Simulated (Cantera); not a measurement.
Equilibrium for tantalum, niobium, vanadium and zirconium in process gases: Ta + CO2 + H2

Feed: 1 mol Ta, 6.9 mol CO2, 6.7 mol H2, held at 575 °C and 1.00 Torr.

Equilibrium computed with Cantera from the NASA thermochemical tables; the gas is ideal and each condensed phase is pure. Candidate condensed phases: C, C6H6, C7H8, C8H18, H2O, Ta, TaC, Ta2O5; 113 gas species. The numbers say what is thermodynamically allowed, not how fast it happens.

The x(H2) is 0.393. The x(CO) is 0.284 and the x(CO2) is 0.223. The x(H2O) is 0.100. The x(CH4) is 1.43e-6 and the n(Ta2O5(s)) is 0.500 mol. The gas amount comes out as 13.60 mol and the log10 activity of C(graphite) (absent) is -1.96. The log10 activity of TaC(s) (absent) is -12.27 and the log10 activity of Ta(s) (absent) is -19.00.
